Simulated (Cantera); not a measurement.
An isothermal, constant-pressure homogeneous reactor starts with CH4 : H2 = 0.012 : 1 (molar parts), at 1775 K and 37000 Pa.

Detailed kinetics in Cantera: GRI-Mech 3.0 (53 species, 325 reactions). GRI-Mech 3.0 stops at C3 and has no aromatics, soot or wall deposition, so with more carbon than oxygen in the feed, carbon stays in small species such as C2H2 where larger ones or solid carbon would form.

x: mole fraction; the columns are a selection and need not sum to one.

```tsv
t (s)	x CH4	x H2	x C2H2	x C2H4	x H
2.00e-5	0.0119	0.988	<1e-12	3.81e-11	7.53e-6
6.91e-5	0.0119	0.988	1.26e-11	1.41e-9	2.64e-5
0.000239	0.0118	0.988	___	5.79e-8	9.05e-5
0.000825	0.0118	0.988	___	1.85e-6	0.000276
0.00285	0.0117	0.988	___	8.69e-6	0.000458
0.00985	0.0113	0.988	___	1.04e-5	0.000467
0.0340	0.0102	0.988	___	1.42e-5	0.000468
0.118	0.00772	0.990	___	2.39e-5	0.000470
0.406	0.00427	0.991	___	3.85e-5	0.000474
1.40	0.00215	0.993	0.00474	4.83e-5	0.000477
4.85	0.00179	0.993	0.00492	5.00e-5	0.000478
16.8	0.00179	0.993	0.00492	5.00e-5	0.000478
57.9	0.00179	0.993	0.00492	5.00e-5	0.000478
200	0.00179	0.993	0.00492	5.00e-5	0.000478
```

What belongs in the gaps?


- 0.000239, x C2H2: 2.72e-9
- 0.000825, x C2H2: 6.91e-7
- 0.00285, x C2H2: 3.41e-5
- 0.00985, x C2H2: 0.000208
- 0.0340, x C2H2: 0.000739
- 0.118, x C2H2: 0.00198
- 0.406, x C2H2: 0.00369
